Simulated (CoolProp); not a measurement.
Vapour-liquid equilibrium of fluoroethane (R161) (1) + R134a (2) at 2.94 bar; x and y are mole fractions of (1).

Model: multi-fluid Helmholtz-energy mixture model, Wu 2012 and Tillner-Roth 1994; pair parameters Bell 2016, in CoolProp.

Problem. Give the bubble temperature and the first vapour's composition at x = 0.55, 0.75, 0.95. Is there an azeotrope?

Solution. x = 0.55: 267.4 K, y = 0.643; x = 0.75: 264.9 K, y = 0.825; x = 0.95: 262.3 K, y = 0.970. No azeotrope shows between x = 0.05 and 0.95.

Pair parameters are fitted to limited data, so mixtures are less certain than the pure fluids.
